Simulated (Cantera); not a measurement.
An isothermal, constant-pressure homogeneous reactor starts with 1.56 % C2H6, 98.4 % N2, at 1875 K and 100000 Pa.

Model: GRI-Mech 3.0 (53 species, 325 reactions), integrated in Cantera. GRI-Mech 3.0 stops at C3 and has no aromatics, soot or wall deposition, so with more carbon than oxygen in the feed, carbon stays in small species such as C2H2 where larger ones or solid carbon would form.

### Question
Predict: x(CH2) at 300 s; x(CH4) at 300 s; x(HCN) at 300 s; x(CH3) at 300 s; x(H) at 300 s.

### Answer
- x(CH2) at 300 s: 6.86e-9 (gas-phase equilibrium 2.61e-9)
- x(CH4) at 300 s: 1.99e-5 (gas-phase equilibrium 7.59e-6)
- x(HCN) at 300 s: 0.00189 (gas-phase equilibrium 0.0266)
- x(CH3) at 300 s: 1.52e-6 (gas-phase equilibrium 5.77e-7)
- x(H) at 300 s: 0.000115 (gas-phase equilibrium 0.000115)
